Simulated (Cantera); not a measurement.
**S + H₂ (abatement and gas-phase synthesis)**

A closed system holds: 1 mol S, 0.29 mol H₂, at 2475 K.

Method: chemical equilibrium by Gibbs-energy minimisation in Cantera with the NASA 1993 tables (ideal gas, pure condensed phases). Candidate condensed phases: S; 7 gas species. The ideal-gas law is rough above about 30 bar. Equilibrium is a limit: real reactors are often held back by kinetics, nucleation or transport.

```json
[
 {"P (Pa)": "10", "x S": "0.613", "x S₂": "0.0242", "x H": "0.337", "x H₂S": "7.25e-6", "x H₂": "0.0224", "x SH": "0.00389"},
 {"P (Pa)": "120", "x S": "0.468", "x S₂": "0.169", "x H": "0.222", "x H₂S": "0.000347", "x H₂": "0.117", "x SH": "0.0235"},
 {"P (Pa)": "1400", "x S": "0.212", "x S₂": "0.404", "x H": "0.0924", "x H₂S": "0.00369", "x H₂": "0.236", "x SH": "0.0517"},
 {"P (Pa)": "17000", "x S": "0.0696", "x S₂": "0.531", "x H": "0.0292", "x H₂S": "0.0179", "x H₂": "0.287", "x SH": "0.0653"},
 {"P (Pa)": "210000", "x S": "0.0205", "x S₂": "0.569", "x H": "0.00813", "x H₂S": "0.0623", "x H₂": "0.274", "x SH": "0.0660"},
 {"P (Pa)": "2500000", "x S": "0.00595", "x S₂": "0.569", "x H": "0.00204", "x H₂S": "0.161", "x H₂": "0.205", "x SH": "0.0571"},
 {"P (Pa)": "30000000", "x S": "0.00170", "x S₂": "0.557", "x H": "0.000427", "x H₂S": "0.291", "x H₂": "0.108", "x SH": "0.0411"}
]
```
x: gas mole fraction; nothing condenses.

From 0.000100 bar to 300 bar nothing is condensed.
